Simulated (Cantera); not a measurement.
# Gas-phase reforming

An isothermal, constant-pressure homogeneous reactor starts with 36.9 % CH4, 63.1 % CO2, at 1650 K and 110000 Pa.

Model: GRI-Mech 3.0 (53 species, 325 reactions), integrated in Cantera.

```csv
t (s),x CH4,x CO2,x H2O,x C2H,x CH2CO
0.000200,0.367,0.630,2.88e-5,1.15e-11,1.80e-10
0.000419,0.364,0.630,9.01e-5,8.28e-11,1.67e-9
0.000878,0.357,0.628,0.000346,5.94e-10,1.76e-8
0.00184,0.337,0.619,0.00153,3.53e-9,1.94e-7
0.00385,0.301,0.598,0.00617,1.24e-8,1.65e-6
0.00808,0.250,0.557,0.0206,2.65e-8,7.31e-6
0.0169,0.186,0.488,0.0572,4.34e-8,2.03e-5
0.0355,0.116,0.379,0.128,6.62e-8,4.73e-5
0.0743,0.0554,0.254,0.211,9.53e-8,8.83e-5
0.156,0.0265,0.180,0.235,1.02e-7,9.25e-5
0.326,0.0201,0.142,0.211,7.18e-8,5.72e-5
0.683,0.0166,0.110,0.179,4.17e-8,2.87e-5
1.43,0.0124,0.0839,0.147,2.07e-8,1.22e-5
3.00,0.00790,0.0654,0.122,7.94e-9,4.23e-6
```
x: mole fraction; the columns are a selection and need not sum to one.

Equilibrium at this temperature and pressure: CH4 1.82e-7, CO2 0.0504, H2O 0.100, C2H <1e-12, CH2CO 1.65e-11 (gas phase only).
